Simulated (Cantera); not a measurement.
An isothermal, constant-pressure homogeneous reactor starts with CH4 : H2 = 0.014 : 1 (molar parts), at 1800 K and 0.0267 bar. Integrator tolerance rtol = 1e-08.

Model: GRI-Mech 3.0 (53 species, 325 reactions), integrated in Cantera. GRI-Mech 3.0 stops at C3 and has no aromatics, soot or wall deposition, so with more carbon than oxygen in the feed, carbon stays in small species such as C2H2 where larger ones or solid carbon would form. Radical loss at walls, strong at low pressure, is not modelled.

Question: What does this change do: temperature 1800 to 2200 K?

Answer: 
```tsv
quantity	before	after
x(CH4) at 2.00 s	0.00128 (gas-phase equilibrium 0.000125)	1.05e-5 (gas-phase equilibrium 1.06e-5)
x(H2) at 2.00 s	0.990 (gas-phase equilibrium 0.991)	0.959 (gas-phase equilibrium 0.959)
x(C2H6) at 2.00 s	9.77e-9 (gas-phase equilibrium 1.41e-10)	2.48e-12 (gas-phase equilibrium 2.50e-12)
x(H) at 2.00 s	0.00216 (gas-phase equilibrium 0.00220)	0.0340 (gas-phase equilibrium 0.0340)
x(C2H2) at 2.00 s	0.00614 (gas-phase equilibrium 0.00673)	0.00668 (gas-phase equilibrium 0.00668)
x(CH3) at 2.00 s	5.64e-5 (gas-phase equilibrium 5.57e-6)	7.12e-6 (gas-phase equilibrium 7.15e-6)
```

Question: What does this change do: temperature 1800 to 1200 K?

Answer: 
```json
[
 {"quantity": "x(CH4) at 2.00 s", "before": "0.00128 (gas-phase equilibrium 0.000125)", "after": "0.0138 (gas-phase equilibrium 0.0135)"},
 {"quantity": "x(H2) at 2.00 s", "before": "0.990 (gas-phase equilibrium 0.991)", "after": "0.986 (gas-phase equilibrium 0.986)"},
 {"quantity": "x(C2H6) at 2.00 s", "before": "9.77e-9 (gas-phase equilibrium 1.41e-10)", "after": "1.40e-9 (gas-phase equilibrium 1.43e-7)"},
 {"quantity": "x(H) at 2.00 s", "before": "0.00216 (gas-phase equilibrium 0.00220)", "after": "3.03e-7 (gas-phase equilibrium 1.21e-6)"},
 {"quantity": "x(C2H2) at 2.00 s", "before": "0.00614 (gas-phase equilibrium 0.00673)", "after": "<1e-12 (gas-phase equilibrium 0.000113)"},
 {"quantity": "x(CH3) at 2.00 s", "before": "5.64e-5 (gas-phase equilibrium 5.57e-6)", "after": "8.09e-8 (gas-phase equilibrium 3.15e-7)"}
]
```
